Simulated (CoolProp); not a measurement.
Model: reference Helmholtz-energy equation of state, Lemmon 2006, in CoolProp. It is a short technical equation, of lower accuracy than the large ones.

Give the vapour pressure (bar), liquid density (kg/m³), vapour density (kg/m³), enthalpy of vaporisation (kJ/kg) of saturated CH3F (R41) at 156.5 K.


```json
[
 {"T (K)": "156.5", "p (bar)": "0.0679", "liquid density (kg/m³)": "957", "vapour density (kg/m³)": "0.179", "enthalpy of vaporisation (kJ/kg)": "536"}
]
```
